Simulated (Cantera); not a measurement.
Cantera run:

```python
import numpy as np
import cantera as ct

gas_names = """
    Fe H H2 H2S S SH S2 S8
""".split()
cond_names = """
    Fe(a) Fe(c) Fe(d) Fe(L) FeS(a) FeS(b) FeS(c) FeS(L) FeS2(s) S(cr1) S(cr2) S(L)
""".split()


def load(file, names, dense=False):
    # The tables refer to 1 bar. Condensed volumes are neglected.
    table = {s.name: s for s in ct.Species.list_from_file(file)}
    out = []
    for n in names:
        d = dict(table[n].input_data)
        d["thermo"] = dict(d["thermo"], **{"reference-pressure": 1e5})
        if dense:
            d["equation-of-state"] = {"model": "constant-volume", "density": "1e6 g/cm^3"}
        out.append(ct.Species.from_dict(d))
    return out


gas = ct.Solution(thermo="ideal-gas", species=load("nasa_gas.yaml", gas_names))
cond = {s.name: ct.Solution(thermo="fixed-stoichiometry", species=[s], name=s.name)
        for s in load("nasa_condensed.yaml", cond_names, dense=True)}
atoms = {
    'FeS': {'Fe': 1, 'S': 1},
    'H2': {'H': 2},
}
top_T = {'FeS2(s)': 1010}  # K; cautious upper limits of use, not melting points


def equilibrate(T, P, feed):
    n = {}
    for name, mol in feed.items():
        for a, k in atoms[name].items():
            n[a] = n.get(a, 0.0) + k * mol
    gas.TPX = T, P, n
    mass = sum(n.values()) * gas.mean_molecular_weight
    gas.equilibrate("TP")
    valid = [c for c in cond.values() if c.min_temp <= T <= top_T.get(c.name, c.max_temp)]
    mix = ct.Mixture([(gas, mass / gas.mean_molecular_weight)] + [(c, 0.0) for c in valid])
    mix.T, mix.P = T, P
    mix.equilibrate("TP", solver="vcs", rtol=1e-11, max_steps=5000)
    return mix


results = []
feed = {'FeS': 1, 'H2': 2.7}  # mol
P = 240  # Pa
for T in [1675, 1725, 1775, 1825, 1875, 1925, 1975, 2025]:
    mix = equilibrate(T, P, feed)
    results.append((T, P, feed, dict(zip(mix.species_names, mix.species_moles))))
    x = sorted(zip(gas.X, gas.species_names), reverse=True)
    print(f"T = {T:g} K  P = {P:g} Pa  gas = {mix.phase_moles(0):.4g} mol")
    print("   x: " + "  ".join(f"{s} {v:.3e}" for v, s in x if v > 1e-05))
    print("   condensed (mol): " + ("  ".join(f"{mix.phase(i).name} {mix.phase_moles(i):.4g}"
          for i in range(1, mix.n_phases) if mix.phase_moles(i) > 1e-12) or "none"))
```

It prints:

```
T = 1675 K  P = 240 Pa  gas = 2.877 mol
   x: H2 9.162e-01  S2 5.417e-02  H2S 1.776e-02  SH 6.718e-03  H 2.269e-03  Fe 1.730e-03  S 1.193e-03
   condensed (mol): Fe(d) 0.3806  FeS(L) 0.6144
T = 1725 K  P = 240 Pa  gas = 3.011 mol
   x: H2 8.719e-01  S2 9.024e-02  H2S 1.806e-02  SH 9.868e-03  Fe 3.925e-03  H 3.540e-03  S 2.421e-03
   condensed (mol): Fe(d) 0.623  FeS(L) 0.3652
T = 1775 K  P = 240 Pa  gas = 3.215 mol
   x: H2 8.129e-01  S2 1.377e-01  H2S 1.741e-02  SH 1.361e-02  Fe 8.490e-03  H 5.327e-03  S 4.584e-03
   condensed (mol): Fe(d) 0.9727
T = 1825 K  P = 240 Pa  gas = 3.258 mol
   x: H2 8.027e-01  S2 1.352e-01  Fe 1.743e-02  SH 1.538e-02  H2S 1.440e-02  H 8.054e-03  S 6.803e-03
   condensed (mol): Fe(L) 0.9432
T = 1875 K  P = 240 Pa  gas = 3.329 mol
   x: H2 7.848e-01  S2 1.309e-01  Fe 3.380e-02  SH 1.704e-02  H 1.185e-02  H2S 1.181e-02  S 9.811e-03
   condensed (mol): Fe(L) 0.8875
T = 1925 K  P = 240 Pa  gas = 3.455 mol
   x: H2 7.543e-01  S2 1.239e-01  Fe 6.322e-02  SH 1.838e-02  H 1.695e-02  S 1.372e-02  H2S 9.497e-03
   condensed (mol): Fe(L) 0.7816
T = 1975 K  P = 240 Pa  gas = 3.685 mol
   x: H2 7.041e-01  Fe 1.143e-01  S2 1.132e-01  H 2.344e-02  SH 1.908e-02  S 1.851e-02  H2S 7.342e-03
   condensed (mol): Fe(L) 0.5787
T = 2025 K  P = 240 Pa  gas = 4.13 mol
   x: H2 6.236e-01  Fe 2.004e-01  S2 9.723e-02  H 3.102e-02  S 2.380e-02  SH 1.859e-02  H2S 5.259e-03
   condensed (mol): Fe(L) 0.1721
```

Method: chemical equilibrium by Gibbs-energy minimisation in Cantera with the NASA 1993 tables (ideal gas, pure condensed phases). Metal and sulfide melt together well below either melting point, which pure phases cannot show. Mutual solubility and eutectic melting of coexisting phases are not modelled. FeS: taken at fixed stoichiometry.
